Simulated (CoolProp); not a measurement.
R1336mzz(E) at 298.15 K and 0.0541 MPa is throttled through a valve to 0.0306 MPa with no heat exchange. Each further row changes one setting.

Computed with CoolProp (reference Helmholtz-energy equation of state, Akasaka 2023).

```
case                         temperature change (K)  final density (kg/m³)
---------------------------  ----------------------  ---------------------
as stated                                      -0.6                   2.05
outlet pressure 0.00918 MPa                    -1.1                  0.612
outlet pressure 0.0398 MPa                     -0.4                   2.68
```
